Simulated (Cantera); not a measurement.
Feed: 1 mol borazine, 0.074 mol H₂O, at 1450 K.

Method: chemical equilibrium by Gibbs-energy minimisation in Cantera with the NASA 1993 tables (ideal gas, pure condensed phases). Candidate condensed phases: B, BN, B₂O₃, B₃O₃H₃, H₂O; 39 gas species. The feed counts by its element totals alone. Kinetics and transport are ignored.

### Question
At 10.0 Pa, list the 4 most abundant gas species with their mole fractions, and the condensed phases.

### Answer
H₂ 0.969, HBO 0.0150, N₂ 0.0110, B₂O₂ 0.00200. Condensed: BN(s).
